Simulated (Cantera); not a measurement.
Mixture: 12.5 % CH4, 16.6 % O2, 62.4 % N2, 8.59 % H2O, equivalence ratio 1.5, at 101000 Pa, adiabatic and at constant pressure. Ignition delay is the time to a rise of 400 K.

Computed with Cantera and GRI-Mech 3.0 (53 species, 325 reactions).

Predict: delay at 1173 K; delay at 1223 K; delay at 1273 K; delay at 1323 K; delay at 1373 K; delay at 1423 K; delay at 1473 K; apparent activation energy between 1373 and 1473 K.


| Property | Value |
|---|---|
| delay at 1173 K | 0.103 s |
| delay at 1223 K | 51.3 ms |
| delay at 1273 K | 26.4 ms |
| delay at 1323 K | 13.9 ms |
| delay at 1373 K | 7.48 ms |
| delay at 1423 K | 4.11 ms |
| delay at 1473 K | 2.32 ms |
| apparent activation energy between 1373 and 1473 K | 200 kJ/mol |
